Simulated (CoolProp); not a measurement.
Vapour-liquid equilibrium of R22 (1) + n-pentane (2) at 0.0121 MPa; x and y are mole fractions of (1).

The numbers come from the multi-fluid Helmholtz-energy mixture model, Kamei 1995 and Thol 2019; pair parameters Bell 2016 in CoolProp.

```
x      bubble temperature, mixture model (K)  bubble temperature, Raoult's law (K)  y, mixture model  y, Raoult's law
-----  -------------------------------------  ------------------------------------  ----------------  ---------------
0.05                                   227.0                                 241.6             0.858            0.635
0.125                                  211.6                                 228.2             0.959            0.859
0.2                                    205.2                                 220.5             0.978            0.927
0.275                                  201.9                                 215.2             0.985            0.956
0.35                                   200.0                                 211.2             0.988            0.971
0.425                                  199.0                                 208.1             0.989            0.980
0.5                                    198.4                                 205.6             0.990            0.986
0.575                                  198.1                                 203.4             0.991            0.990
0.65                                   197.8                                 201.6             0.991            0.993
0.725                                  197.6                                 200.0             0.992            0.996
0.8                                    197.2                                 198.5             0.993            0.997
0.875                                  196.7                                 197.2             0.994            0.998
0.95                                   195.9                                 196.0             0.997            0.999
```

The largest gap from Raoult's law is -16.6 K in bubble temperature, at x = 0.125. No azeotrope shows between x = 0.05 and 0.95.

The pair parameters rest on a limited set of measurements; away from them the model extrapolates. With so large a gap from Raoult's law the liquid may split in two, which this calculation doesn't test in full.
